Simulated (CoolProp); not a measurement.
Vapour-liquid equilibrium of R13 (1) + propylene (2) at 173.5 K; x and y are mole fractions of (1).

Computed with CoolProp (multi-fluid Helmholtz-energy mixture model, Platzer 1990 and Lemmon 2013; pair parameters Bell 2016). This equation is an older, rougher fit; its heat capacities, sound speeds and derivatives of the liquid may be far off and weren't checked against measurements.

```
x      bubble pressure, mixture model (MPa)  bubble pressure, Raoult's law (MPa)  y, mixture model  y, Raoult's law
-----  ------------------------------------  -----------------------------------  ----------------  ---------------
0.05                               0.008264                             0.005624             0.522            0.302
0.125                               0.01319                             0.007863             0.720            0.540
0.2                                 0.01691                              0.01010             0.795            0.673
0.275                               0.01975                              0.01234             0.835            0.757
0.35                                0.02196                              0.01458             0.860            0.816
0.425                               0.02372                              0.01682             0.878            0.859
0.5                                 0.02519                              0.01906             0.892            0.892
0.575                               0.02648                              0.02130             0.904            0.918
0.65                                0.02770                              0.02354             0.917            0.939
0.725                               0.02890                              0.02578             0.929            0.956
0.8                                 0.03016                              0.02802             0.944            0.971
0.875                               0.03150                              0.03026             0.961            0.983
0.95                                0.03295                              0.03250             0.982            0.994
```

The largest gap from Raoult's law is +67.7 % in bubble pressure, at x = 0.125. No azeotrope shows between x = 0.05 and 0.95.

Pair parameters are fitted to limited data, so mixtures are less certain than the pure fluids. With so large a gap from Raoult's law the liquid may split in two, which this calculation doesn't test in full.
